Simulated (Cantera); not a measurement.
What does this Cantera script print?

```python
import numpy as np
import cantera as ct

gas = ct.Solution("gri30.yaml")


def delay(T, t_max=10):
    gas.TPX = T, 550000, {'CH4': 1, 'O2': 4.88, 'N2': 18.3}
    reactor = ct.IdealGasConstPressureReactor(gas, clone=False)
    net = ct.ReactorNet([reactor])
    net.rtol, net.atol = 1e-8, 1e-16
    while net.time < t_max:
        t_old, T_old = net.time, reactor.T
        net.step()
        if reactor.T > T + 400:  # ignition: a rise of 400 K
            return t_old + (T + 400 - T_old) / (reactor.T - T_old) * (net.time - t_old)
    return np.nan


taus = []
for T in [1273, 1323, 1373, 1423, 1473, 1523, 1573, 1623, 1673, 1723]:
    taus.append(delay(T))
    print(f"T0 = {T:6g} K   tau = {taus[-1]:.4e} s")
```

Output:

```
T0 =   1273 K   tau = 2.4226e-03 s
T0 =   1323 K   tau = 1.3592e-03 s
T0 =   1373 K   tau = 7.8721e-04 s
T0 =   1423 K   tau = 4.7032e-04 s
T0 =   1473 K   tau = 2.8972e-04 s
T0 =   1523 K   tau = 1.8393e-04 s
T0 =   1573 K   tau = 1.2028e-04 s
T0 =   1623 K   tau = 8.0937e-05 s
T0 =   1673 K   tau = 5.5959e-05 s
T0 =   1723 K   tau = 3.9682e-05 s
```

Cantera simulation using GRI-Mech 3.0 (53 species, 325 reactions); the numbers are that mechanism's predictions, not measurements.
